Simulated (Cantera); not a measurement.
What does this Cantera script print?

```python
import numpy as np
import cantera as ct

gas_names = """
    CL CL2 N N2 Si SiCL SiCL2 SiCL3 SiCL4 SiN Si2 Si2N Si3
""".split()
cond_names = """
    Si(cr) Si(L) Si3N4(a)
""".split()


# ... load() reads the species with a 1 bar reference pressure and builds the phases ...
atoms = {
    'Si3N4': {'Si': 3, 'N': 4},
    'Cl2': {'CL': 2},
    'N2': {'N': 2},
}
top_T = {'Si3N4(a)': 2400}  # K; cautious upper limits of use, not melting points


# ... equilibrate(T, P, feed) seeds the gas with the atoms and calls Mixture.equilibrate('TP', solver="vcs", rtol=1e-11, max_steps=5000) ...
results = []
feed = {'Si3N4': 1, 'Cl2': 14, 'N2': 6.3}  # mol
T = 1673  # K
P = 1333.22  # Pa
mix = equilibrate(T, P, feed)
results.append((T, P, feed, dict(zip(mix.species_names, mix.species_moles))))
print(gas.report(threshold=1e-06))
for i in range(1, mix.n_phases):
    print(f"{mix.phase(i).name:16s} {mix.phase_moles(i):12.5e} mol")
```

It prints:

```
       temperature   1673 K
          pressure   1333.2 Pa
           density   0.0050395 kg/m^3
  mean mol. weight   52.579 kg/kmol
   phase of matter   gas

                          1 kg             1 kmol
                     ---------------   ---------------
          enthalpy         4.863e+05         2.557e+07  J
   internal energy        2.2175e+05        1.1659e+07  J
           entropy            5861.6         3.082e+05  J/K
    Gibbs function       -9.3202e+06       -4.9005e+08  J
 heat capacity c_p            723.06             38018  J/K
 heat capacity c_v            564.93             29704  J/K

                      mass frac. Y      mole frac. X     chem. pot. / RT
                     ---------------   ---------------   ---------------
                CL           0.30273           0.44901           -18.701
               CL2           0.13109          0.097219           -37.402
                N2           0.17758            0.3333           -31.771
             SiCL2        2.7991e-05        1.4869e-05           -67.398
             SiCL3           0.00236        0.00092303           -86.099
             SiCL4           0.38621           0.11953            -104.8
     [   +7 minor]        1.0307e-11         2.107e-11

Si(cr)            0.00000e+00 mol
Si3N4(a)          0.00000e+00 mol
```

Cantera equilibrium calculation (NASA polynomials, part measured and part estimated; ideal gas, pure solids and liquids). The tables' values for SiCl3 are old estimates; treat these amounts as uncertain.
